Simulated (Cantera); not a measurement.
NO annealing gas

An isothermal, constant-pressure homogeneous reactor starts with 23.8 % NO, 76.2 % N₂, at 2200 K and 1400 Pa.

Computed with Cantera and GRI-Mech 3.0 (53 species, 325 reactions). Radical loss at walls, strong at low pressure, is not modelled.

```tsv
t (s)	x NO	x N₂O	x N₂	x O₂	x NO₂
0.000100	0.238	3.43e-7	0.762	2.11e-10	4.84e-11
0.000374	0.238	1.26e-6	0.762	2.98e-9	6.34e-10
0.00140	0.238	4.46e-6	0.762	4.31e-8	7.15e-9
0.00523	0.238	1.36e-5	0.762	6.76e-7	5.76e-8
0.0196	0.238	2.65e-5	0.762	1.19e-5	3.34e-7
0.0731	0.237	2.78e-5	0.762	0.000200	1.40e-6
0.273	0.231	2.26e-5	0.765	0.00268	4.25e-6
1.02	0.186	1.13e-5	0.786	0.0240	9.44e-6
3.82	0.0457	5.48e-7	0.855	0.0924	4.62e-6
14.3	0.00977	6.74e-8	0.873	0.110	1.06e-6
53.5	0.00965	6.69e-8	0.873	0.110	1.05e-6
200	0.00965	6.69e-8	0.873	0.110	1.05e-6
```
x: mole fraction; the columns are a selection and need not sum to one.

Equilibrium at this temperature and pressure: NO 0.00965, N₂O 6.69e-8, N₂ 0.873, O₂ 0.110, NO₂ 1.05e-6 (gas phase only).
